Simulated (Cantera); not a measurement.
Feed: 1 mol SiCl4, 0.037 mol CH4, 2 mol H2, a varied amount of C2H4, held at 1098 K and 6.10 mbar.

Points: n(C2H4) (mol) = 0.17, 0.22, 0.27, 0.35, 0.44, 0.56, 0.7.

Cantera's Mixture.equilibrate('TP', solver="vcs", rtol=1e-11, max_steps=5000) on the NASA tables stopped like this:

```
 = 4.014 mol
   x: H2 4.511e-01  HCL 3.976e-01  SiCL4 1.457e-01  SiCL3 2.509e-03  SiHCL3 2.406e-03  SiCL2 6.075e-04  CH4 4.536e-05
   condensed (mol): C(gr) 0.1839  SiC(b) 0.3929
T = 1098 K  P = 610 Pa  n(C2H4) = 0.35 mol  gas = 4.19 mol
   x: H2 4.629e-01  HCL 3.959e-01  SiCL4 1.359e-01  SiCL3 2.381e-03  SiHCL3 2.313e-03  SiCL2 5.867e-04  CH4 4.777e-05
   condensed (mol): C(gr) 0.3283  SiC(b) 0.4085
T = 1098 K  P = 610 Pa  n(C2H4) = 0.44 mol  gas = 4.387 mol
   x: H2 4.754e-01  HCL 3.936e-01  SiCL4 1.259e-01  SiCL3 2.249e-03  SiHCL3 2.214e-03  SiCL2 5.648e-04  CH4 5.038e-05
   condensed (mol): C(gr) 0.4913  SiC(b) 0.4255
ERROR: FAILURE its = 5001!

*******************************************************************************
CanteraError thrown by MultiPhase::equilibrate:
VCS solver failed. Return code: -1
*******************************************************************************
```

### Question
What got this run through?

### Answer
This is not unique; one that fits is The failure is numerical, not chemical. The same input converged with solver="gibbs", rtol=1e-10, max_steps=50000, and the result passed a check of the equilibrium conditions:
```
T = 1098 K  P = 610 Pa  n(C2H4) = 0.17 mol  gas = 3.794 mol
   x: H2 4.352e-01  HCL 3.995e-01  SiCL4 1.595e-01  SiCL3 2.685e-03  SiHCL3 2.528e-03  SiCL2 6.355e-04  CH4 4.221e-05
   condensed (mol): C(gr) 0.004101  SiC(b) 0.3727
T = 1098 K  P = 610 Pa  n(C2H4) = 0.22 mol  gas = 3.904 mol
   x: H2 4.433e-01  HCL 3.986e-01  SiCL4 1.524e-01  SiCL3 2.595e-03  SiHCL3 2.466e-03  SiCL2 6.212e-04  CH4 4.380e-05
   condensed (mol): C(gr) 0.09393  SiC(b) 0.3829
T = 1098 K  P = 610 Pa  n(C2H4) = 0.27 mol  gas = 4.014 mol
   x: H2 4.511e-01  HCL 3.976e-01  SiCL4 1.457e-01  SiCL3 2.509e-03  SiHCL3 2.406e-03  SiCL2 6.075e-04  CH4 4.536e-05
   condensed (mol): C(gr) 0.1839  SiC(b) 0.3929
T = 1098 K  P = 610 Pa  n(C2H4) = 0.35 mol  gas = 4.19 mol
   x: H2 4.629e-01  HCL 3.959e-01  SiCL4 1.359e-01  SiCL3 2.381e-03  SiHCL3 2.313e-03  SiCL2 5.867e-04  CH4 4.777e-05
   condensed (mol): C(gr) 0.3283  SiC(b) 0.4085
T = 1098 K  P = 610 Pa  n(C2H4) = 0.44 mol  gas = 4.387 mol
   x: H2 4.754e-01  HCL 3.936e-01  SiCL4 1.259e-01  SiCL3 2.249e-03  SiHCL3 2.214e-03  SiCL2 5.648e-04  CH4 5.038e-05
   condensed (mol): C(gr) 0.4913  SiC(b) 0.4255
T = 1098 K  P = 610 Pa  n(C2H4) = 0.56 mol  gas = 4.648 mol
   x: H2 4.908e-01  HCL 3.902e-01  SiCL4 1.142e-01  SiHCL3 2.090e-03  SiCL3 2.090e-03  SiCL2 5.377e-04  CH4 5.370e-05
   condensed (mol): C(gr) 0.7094  SiC(b) 0.4474
T = 1098 K  P = 610 Pa  n(C2H4) = 0.7 mol  gas = 4.953 mol
   x: H2 5.073e-01  HCL 3.860e-01  SiCL4 1.022e-01  SiHCL3 1.956e-03  SiCL3 1.924e-03  SiCL2 5.089e-04  CH4 5.738e-05
   condensed (mol): C(gr) 0.9649  SiC(b) 0.4718
```

The gas is ideal and each condensed phase is pure. The tables' values for SiCl3 are old estimates; treat these amounts as uncertain.
